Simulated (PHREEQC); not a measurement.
0.029 g of hydrous ferric oxide (600 m²/g; 0.2 weak and 0.005 strong sites per Fe, Dzombak-Morel constants, diffuse double layer) in 1 kg of water with 0.3 mol/kgw of an inert sodium salt, at 25 °C; the pH is set by adding NaOH or the inert anion's acid. Oxygen alone is held at its pressure in air (log pO2 = -0.68). The system is closed to CO2. Precipitation was switched off in this run.

Equilibrium calculation in PHREEQC: ion-association model, wateq4f.dat.

Problem. Predict surface charge σ (C/m²), surface potential ψ (mV) at pH = 7.75, 8.88, 9.62.

Solution. 
```csv
pH,surface charge σ (C/m²),surface potential ψ (mV)
7.75,0.020,15
8.88,-0.044,-33
9.62,-0.097,-62
```

Species that the database lacks are ignored.
